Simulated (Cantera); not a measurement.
A perfectly stirred reactor is fed with 35.7 % CH4, 64.3 % CO2, at 2.37 atm; it is held at 2050 K, and followed from long to short residence time.

Model: GRI-Mech 3.0 (53 species, 325 reactions), integrated in Cantera.

One state of this run: x CH4 = 0.0129; x CO2 = 0.0836; x OH = 5.44e-5; x HO2 = 4.36e-11; x C2H2 = 0.0279; x H2O2 = 1.04e-10. x: mole fraction; the columns are a selection and need not sum to one.

**Question.** Which value of τ (s) does it belong to?
A) 0.069
B) 0.43
C) 0.0044
D) 0.011

**Answer.** D, 0.011
